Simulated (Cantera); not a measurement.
# Premixed flame

A freely propagating, adiabatic, planar premixed flame of 14.0 % H₂, 14.0 % O₂, 69.9 % N₂, 2.10 % H₂O, unburnt at 373 K and 100.0 Torr; mixture-averaged transport, grid criteria slope 0.08 and curve 0.16, no radiation.

Computed with Cantera and the H2/O2 subset of GRI-Mech 3.0, which has no nitrogen chemistry. Burning velocities carry a grid error of a few per cent, more on coarse grids. Lean hydrogen flames are cellular in practice and burn faster than this planar one.

| z (mm) | T (K) | u (m/s) | x H₂ | x O₂ | x H₂O | x OH | x H₂O₂ | x O |
|---|---|---|---|---|---|---|---|---|
| -16.0 | 373 | 0.556 | 0.140 | 0.140 | 0.0210 | <1e-8 | <1e-8 | <1e-8 |
| -10.7 | 373 | 0.555 | 0.139 | 0.140 | 0.0210 | <1e-8 | <1e-8 | <1e-8 |
| -8.01 | 373 | 0.555 | 0.137 | 0.140 | 0.0211 | <1e-8 | 5.80e-8 | <1e-8 |
| -5.34 | 376 | 0.555 | 0.130 | 0.141 | 0.0214 | <1e-8 | 9.09e-7 | 1.43e-8 |
| -2.67 | 459 | 0.660 | 0.101 | 0.142 | 0.0302 | 3.35e-5 | 2.28e-5 | 3.92e-6 |
| -1.34 | 676 | 0.956 | 0.0713 | 0.133 | 0.0574 | 0.000221 | 9.51e-6 | 9.45e-5 |
| 0 | 930 | 1.30 | 0.0386 | 0.113 | 0.0995 | 0.000588 | 1.10e-6 | 0.00112 |
| 1.34 | 1112 | 1.55 | 0.0153 | 0.0922 | 0.136 | 0.00157 | 1.14e-6 | 0.00295 |
| 2.67 | 1216 | 1.70 | 0.00654 | 0.0825 | 0.152 | 0.00229 | 1.17e-6 | 0.00359 |
| 5.34 | 1314 | 1.83 | 0.00313 | 0.0783 | 0.161 | 0.00262 | 8.33e-7 | 0.00285 |
| 10.7 | 1382 | 1.92 | 0.00160 | 0.0772 | 0.165 | 0.00223 | 4.50e-7 | 0.00149 |
| 21.4 | 1416 | 1.96 | 0.000584 | 0.0770 | 0.168 | 0.00145 | 2.19e-7 | 0.000541 |
| 42.7 | 1428 | 1.98 | 0.000166 | 0.0771 | 0.169 | 0.000795 | 9.64e-8 | 0.000154 |
x: mole fraction of selected species; z is measured from the peak of heat release.

| Quantity | Value |
|---|---|
| laminar burning velocity | 55.6 cm/s |
| thermal thickness | 5.34 mm |
| peak x(OH) | 0.00262 |
| peak x(H₂O₂) | 2.31e-5 |
| peak x(O) | 0.00359 |
| grid points | 109 |
